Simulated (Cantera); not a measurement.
Charge: 1 mol FeCl₃, 0.43 mol H₂O, 0.16 mol H₂, at 1425 K and 8.10e-6 bar.

These are equilibrium values from Cantera (NASA tables, ideal gas, pure condensed phases), not measurements of a reactor. Candidate condensed phases: Fe, FeCl₂, FeCl₃, FeO, Fe(OH)₂, Fe(OH)₃, Fe₂O₃, Fe₃O₄, H₂O; 22 gas species. Kinetics and transport are ignored.

Base state: HCl 0.423, FeCl₂ 0.382, Cl 0.113, H₂O 0.0443, O₂ 0.0366, OH 0.000317, O 9.33e-5, Cl₂ 8.83e-5 (mole fractions); condensed: Fe₃O₄(s).

Problem. What changes in the equilibrium state with this change: H₂O from 0.43 to 12 mol?

Solution. 
```tsv
species	before	after
H₂O	0.0443	0.782
HCl	0.423	0.197
FeCl₂	0.382	0.00767
O₂	0.0366	0.00194
Cl	0.113	0.00603
FeCl₃	5.50e-5	5.86e-8
Cl₂	8.83e-5	2.50e-7
H₂	5.35e-5	0.00411
Fe₃O₄(s), mol	0.0395	0.298
```

Problem. What changes in the equilibrium state with this change: H₂ from 0.16 to 1.2 mol?

Solution. 
```json
[
 {"species": "HCl", "before": "0.423", "after": "0.366"},
 {"species": "FeCl₂", "before": "0.382", "after": "0.294"},
 {"species": "H₂", "before": "5.35e-5", "after": "0.220"},
 {"species": "Cl", "before": "0.113", "after": "0.00153"},
 {"species": "O₂", "before": "0.0366", "after": "1.45e-8"},
 {"species": "H₂O", "before": "0.0443", "after": "0.115"},
 {"species": "Cl₂", "before": "8.83e-5", "after": "1.61e-8"},
 {"species": "Fe", "before": "6.06e-7", "after": "0.00256"},
 {"species": "O", "before": "9.33e-5", "after": "5.87e-8"},
 {"species": "FeCl₃", "before": "5.50e-5", "after": "5.70e-7"},
 {"species": "Fe₃O₄(s), mol", "before": "0.0395", "after": "0"},
 {"species": "FeO(s), mol", "before": "0", "after": "0.0694"}
]
```
The tables' stoichiometric FeO is somewhat more stable than real wüstite, so its field is too wide. FeO: taken at fixed stoichiometry.

Problem. What changes in the equilibrium state with this change: temperature from 1425 K to 1773 K?

Solution. 
```
species         before     after
-------------  -------  --------
FeCl₂            0.382     0.295
HCl              0.423     0.255
Cl               0.113     0.249
Fe             6.06e-7    0.0615
H₂O             0.0443    0.0746
O₂              0.0366    0.0312
FeO            1.42e-6   0.00798
FeCl           2.06e-7  0.000356
H              1.75e-5   0.00786
H₂             5.35e-5   0.00619
O              9.33e-5   0.00583
Fe₃O₄(s), mol   0.0395         0
```
